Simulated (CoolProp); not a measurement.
Saturation properties of carbon monoxide (Tc = -140.3 °C, pc = 34.98 bar, ω = 0.050).

Model: reference Helmholtz-energy equation of state, Lemmon 2006, in CoolProp. It is a short technical equation, of lower accuracy than the large ones.

| T (°C) | p (bar) | liquid density (kg/m³) | vapour density (kg/m³) | enthalpy of vaporisation (kJ/kg) |
|---|---|---|---|---|
| -168.35 | 7.638 | 678.9 | 29.63 | 173.9 |
| -164.95 | 9.535 | 658.7 | 37.14 | 165.8 |
| -161.45 | 11.82 | 636.4 | 46.55 | 156.4 |
| -158.05 | 14.39 | 612.9 | 57.73 | 146.2 |
| -154.55 | 17.43 | 586.2 | 72.03 | 134.2 |
| -151.15 | 20.80 | 556.8 | 89.71 | 120.6 |
| -147.65 | 24.75 | 520.9 | 114.0 | 103.5 |
| -144.25 | 29.11 | 475.6 | 148.7 | 81.33 |

It boils at -191.5 °C under 1 atm.
